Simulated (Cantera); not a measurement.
**Low-pressure radical oxidation in H2/O2**

A perfectly stirred reactor is fed with H₂ : O₂ = 0.47 : 1 (molar parts), at 2670 Pa; it is held at 1025 K, and followed from long to short residence time.

Model: GRI-Mech 3.0 (53 species, 325 reactions), integrated in Cantera. Radical loss at walls, strong at low pressure, is not modelled. The temperature is held fixed by assumption; the heat of reaction is taken as removed at once.

| τ (s) | x H₂ | x O₂ | x H | x H₂O₂ | x OH | x H₂O |
|---|---|---|---|---|---|---|
| 3.4 | 0.000665 | 0.619 | 3.74e-5 | 9.47e-7 | 0.000412 | 0.379 |
| 1.4 | 0.00117 | 0.619 | 9.09e-5 | 1.16e-6 | 0.000561 | 0.379 |
| 0.61 | 0.00195 | 0.619 | 0.000208 | 1.37e-6 | 0.000756 | 0.377 |
| 0.26 | 0.00326 | 0.618 | 0.000487 | 1.56e-6 | 0.00104 | 0.375 |
| 0.11 | 0.00538 | 0.618 | 0.00114 | 1.72e-6 | 0.00145 | 0.372 |
| 0.046 | 0.00884 | 0.617 | 0.00270 | 1.84e-6 | 0.00205 | 0.366 |
| 0.020 | 0.0141 | 0.615 | 0.00608 | 1.90e-6 | 0.00285 | 0.356 |
| 0.0083 | 0.0228 | 0.611 | 0.0139 | 1.87e-6 | 0.00399 | 0.338 |
x: mole fraction; the columns are a selection and need not sum to one.
